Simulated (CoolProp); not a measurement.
Model: reference Helmholtz-energy equation of state, Lemmon 2003, in CoolProp. It is a pseudo-pure fit of the blend.

Task: For R404A, give the phase and the cp (kJ/(kg K)), speed of sound (m/s), isothermal compressibility (1/MPa), fugacity coefficient at 123.85 °C and 14000 kPa; 123.85 °C and 28000 kPa; 123.85 °C and 37300 kPa.

Result: 
- 123.85 °C and 14000 kPa: supercritical; cp 1.65, speed of sound 257, isothermal compressibility 0.0316, fugacity coefficient 0.449
- 123.85 °C and 28000 kPa: supercritical; cp 1.43, speed of sound 413, isothermal compressibility 0.00859, fugacity coefficient 0.363
- 123.85 °C and 37300 kPa: supercritical; cp 1.39, speed of sound 485, isothermal compressibility 0.00567, fugacity coefficient 0.362
